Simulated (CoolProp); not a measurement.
Vapour-liquid equilibrium of CHF3 (R23) (1) + R134a (2) at -98.05 °C; x and y are mole fractions of (1).

Computed with CoolProp (multi-fluid Helmholtz-energy mixture model, Penoncello 2003 and Tillner-Roth 1994; pair parameters Bell 2016).

```tsv
x	bubble pressure (MPa)	y at the bubble point	dew pressure at overall composition x (MPa)	liquid density (mol/L)
0.05	0.002432	0.731	0.0007230	15.70
0.15	0.005860	0.899	0.0008063	16.19
0.25	0.009269	0.943	0.0009112	16.71
0.35	0.01271	0.964	0.001048	17.26
0.45	0.01621	0.976	0.001232	17.83
0.55	0.01978	0.984	0.001495	18.43
0.65	0.02341	0.989	0.001900	19.06
0.75	0.02709	0.994	0.002608	19.72
0.85	0.03079	0.997	0.004152	20.41
0.95	0.03448	0.999	0.01014	21.13
```

No azeotrope shows between x = 0.05 and 0.95.

Pair parameters are fitted to limited data, so mixtures are less certain than the pure fluids.
